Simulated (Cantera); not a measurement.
Input: 1 mol MgO, 0.64 mol C, 0.19 mol H₂, 1.6 mol CO, held at 7.60 mbar.

Cantera equilibrium calculation (NASA polynomials, part measured and part estimated; ideal gas, pure solids and liquids). Candidate condensed phases: C, C₆H₆, C₇H₈, C₈H₁₈, H₂O, Mg, MgCO₃, MgO, Mg(OH)₂; 116 gas species. The tables' values for MgH are old estimates; treat these amounts as uncertain. The numbers say what is thermodynamically allowed, not how fast it happens.

**Question.** At 1777 °C, list the 6 most abundant gas species with their mole fractions, and the condensed phases.

**Answer.** CO 0.722, Mg 0.211, H₂ 0.0572, H 0.00622, CO₂ 0.00288, H₂O 0.00109. Condensed: MgO(s).
